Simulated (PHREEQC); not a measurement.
Make-up at 50 °C: 0.065 mol HBr per kg of water. Closed to the air; pH follows from the charge balance.

Model: ion-association model, wateq4f.dat, run in PHREEQC.

This is a speciation only: nothing precipitates in the calculation.

Q: What pH does the model give?

A: pH 1.26.

Constants without temperature data keep their 25 °C values here.
